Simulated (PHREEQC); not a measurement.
# Nickel, zinc or cadmium bath with hard or scaling water (model solution)

Solution A (1.4 mmol/kgw CdCl2, 0.85 mmol/kgw Na2SO4 and 27 mmol/kgw HCl) is mixed with solution B (0.00041 mol/kgw CaSO4, 0.00055 mol/kgw CO2 and 0.0015 mol/kgw MgSO4) at 25 °C; shares are by mass of water, 1 kg in all. Oxygen is held at 0.21 atm. No CO2 enters from the air. Solids allowed: Calcite, Gypsum, Halite, Cd(OH)2, Otavite. Others were left out.

Equilibrium calculation in PHREEQC: ion-association model, phreeqc.dat.

Q: Predict pH at share of solution B = 0.15, 0.55, 1.

A: 
```csv
share of solution B,pH
0.15,1.71
0.55,1.98
1,4.83
```
